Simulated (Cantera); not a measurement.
Cantera run:

```python
import numpy as np
import cantera as ct

gas_names = """
    AL ALCL ALCL2 ALCL3 ALH AL2 AL2CL6 CL CL2 H HCL H2
""".split()
cond_names = """
    AL(cr) AL(L) ALCL3(s) ALCL3(L)
""".split()


def load(file, names, dense=False):
    # The tables refer to 1 bar. Condensed volumes are neglected.
    table = {s.name: s for s in ct.Species.list_from_file(file)}
    out = []
    for n in names:
        d = dict(table[n].input_data)
        d["thermo"] = dict(d["thermo"], **{"reference-pressure": 1e5})
        if dense:
            d["equation-of-state"] = {"model": "constant-volume", "density": "1e6 g/cm^3"}
        out.append(ct.Species.from_dict(d))
    return out


gas = ct.Solution(thermo="ideal-gas", species=load("nasa_gas.yaml", gas_names))
cond = {s.name: ct.Solution(thermo="fixed-stoichiometry", species=[s], name=s.name)
        for s in load("nasa_condensed.yaml", cond_names, dense=True)}
atoms = {
    'Al': {'AL': 1},
    'Cl2': {'CL': 2},
    'H2': {'H': 2},
}
top_T = {}  # K; cautious upper limits of use, not melting points


def equilibrate(T, P, feed):
    n = {}
    for name, mol in feed.items():
        for a, k in atoms[name].items():
            n[a] = n.get(a, 0.0) + k * mol
    gas.TPX = T, P, n
    mass = sum(n.values()) * gas.mean_molecular_weight
    gas.equilibrate("TP")
    valid = [c for c in cond.values() if c.min_temp <= T <= top_T.get(c.name, c.max_temp)]
    mix = ct.Mixture([(gas, mass / gas.mean_molecular_weight)] + [(c, 0.0) for c in valid])
    mix.T, mix.P = T, P
    mix.equilibrate("TP", solver="vcs", rtol=1e-11, max_steps=5000)
    return mix


results = []
feed = {'Al': 1, 'Cl2': 3.3, 'H2': 17}  # mol
P = 13  # Pa
for T in [523, 673, 823, 973, 1123, 1273, 1423]:
    mix = equilibrate(T, P, feed)
    results.append((T, P, feed, dict(zip(mix.species_names, mix.species_moles))))

top = {s: max(r[3][s] / sum(r[3][g] for g in gas_names) for r in results) for s in gas_names}
cols = sorted((s for s in top if top[s] > 0.0001), key=lambda s: -top[s])[:9]
seen = [c for c in cond_names if any(r[3].get(c, 0) > 1e-12 for r in results)]
print("log10 of partial pressures in bar; condensed amounts in mol")
print(f"{'T/K':>10s}" + "".join(f"{s[:9]:>10s}" for s in cols + seen))
for T, P, feed, n in results:
    ng = sum(n[g] for g in gas_names)
    print(f"{T:10.4g}" + "".join(f"{np.log10(max(n[s] / ng * P / 1e5, 1e-99)):10.3f}" for s in cols)
          + "".join(f"{n.get(c, 0):10.4g}" for c in seen))
```

It prints:

```
log10 of partial pressures in bar; condensed amounts in mol
       T/K        H2       HCL     ALCL3      ALCL    AL2CL6     ALCL2         H        CL
       523    -3.997    -4.623    -5.344   -26.793    -5.980   -18.895   -21.149   -21.627
       673    -4.001    -4.626    -5.183   -18.945    -8.370   -14.064   -16.257   -16.822
       823    -4.001    -4.626    -5.183   -14.090   -10.057   -11.114   -13.135   -13.752
       973    -4.001    -4.626    -5.183   -10.750   -11.201    -9.087   -10.967   -11.618
      1123    -4.001    -4.626    -5.185    -8.317   -12.024    -7.613    -9.371   -10.047
      1273    -4.004    -4.612    -5.224    -6.535   -12.717    -6.545    -8.149    -8.828
      1423    -4.026    -4.534    -5.541    -5.573   -13.822    -6.069    -7.191    -7.785
```

Method: chemical equilibrium by Gibbs-energy minimisation in Cantera with the NASA 1993 tables (ideal gas, pure condensed phases). The tables' values for AlCl2 are old estimates; treat these amounts as uncertain.
